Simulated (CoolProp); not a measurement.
n-heptane along the isobar 1.01 bar: fugacity coefficient from the reference equation and from simpler models built on Tc = 268.1 °C, pc = 27.74 bar, ω = 0.349; each cubic takes its own stable root.

Model: reference Helmholtz-energy equation of state, Span 2003, in CoolProp. It is a short technical equation, of lower accuracy than the large ones.

| T (°C) | phase | reference |
|---|---|---|
| 107.65 | gas | 0.9542 |
| 119.45 | gas | 0.9591 |
| 131.25 | gas | 0.9634 |
| 143.05 | gas | 0.9671 |
| 154.85 | gas | 0.9703 |
| 166.65 | gas | 0.9731 |
| 178.45 | gas | 0.9755 |
| 190.25 | gas | 0.9777 |
| 202.05 | gas | 0.9797 |
| 213.85 | gas | 0.9814 |
| 225.65 | gas | 0.9829 |
| 237.45 | gas | 0.9843 |
| 249.25 | gas | 0.9855 |
| 261.05 | gas | 0.9867 |
| 272.85 | gas | 0.9877 |

### Question
How far does each simpler model (van der Waals, Redlich-Kwong, Soave-Redlich-Kwong, Peng-Robinson) lie from the reference over these 15 states: mean and median of the absolute difference, and the worst?

### Answer
- van der Waals: mean 0.9 %, median 0.7 %, worst +2.2 % at 107.65 °C and 1.01 bar
- Redlich-Kwong: mean 0.4 %, median 0.3 %, worst +1.4 % at 107.65 °C and 1.01 bar
- Soave-Redlich-Kwong: mean 0.2 %, median 0.2 %, worst +0.8 % at 107.65 °C and 1.01 bar
- Peng-Robinson: mean 0.2 %, median 0.1 %, worst +0.6 % at 107.65 °C and 1.01 bar
